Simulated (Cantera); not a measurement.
A perfectly stirred reactor is fed with 21.0 % CO, 15.5 % H₂, 11.4 % O₂, 42.8 % N₂, 9.24 % H₂O, equivalence ratio 1.6, at 5.00 bar; it is adiabatic with a 625 K inlet, and is followed from long to short residence time, starting on the burning branch (τ in s: 0.021, 0.012, 0.0066, 0.0037, 0.0021, 0.0012, 0.00066, 0.00037, 0.00021, 0.00012, 6.5e-05).

Detailed kinetics in Cantera: GRI-Mech 3.0 (53 species, 325 reactions). The hydrogen kinetics of GRI-Mech 3.0 are dated; newer H2 mechanisms differ, most at raised pressure.

Problem. Predict: blow-out, bracketed by the residence times tried; x(CO) at τ = 21.0 ms; x(H₂) at τ = 21.0 ms; x(O₂) at τ = 21.0 ms; x(OH) at τ = 21.0 ms; x(H₂O₂) at τ = 21.0 ms; x(CO) at τ = 1.20 ms; x(H₂) at τ = 1.20 ms; x(O₂) at τ = 1.20 ms; x(OH) at τ = 1.20 ms; x(H₂O₂) at τ = 1.20 ms.

Solution. 
| Quantity | Value |
|---|---|
| blow-out, bracketed by the residence times tried | burning at 65.0 µs, the shortest tried |
| x(CO) at τ = 21.0 ms | 0.115 |
| x(H₂) at τ = 21.0 ms | 0.0398 |
| x(O₂) at τ = 21.0 ms | 0.000121 |
| x(OH) at τ = 21.0 ms | 0.00129 |
| x(H₂O₂) at τ = 21.0 ms | 3.02e-8 |
| x(CO) at τ = 1.20 ms | 0.115 |
| x(H₂) at τ = 1.20 ms | 0.0403 |
| x(O₂) at τ = 1.20 ms | 0.000847 |
| x(OH) at τ = 1.20 ms | 0.00335 |
| x(H₂O₂) at τ = 1.20 ms | 1.66e-7 |
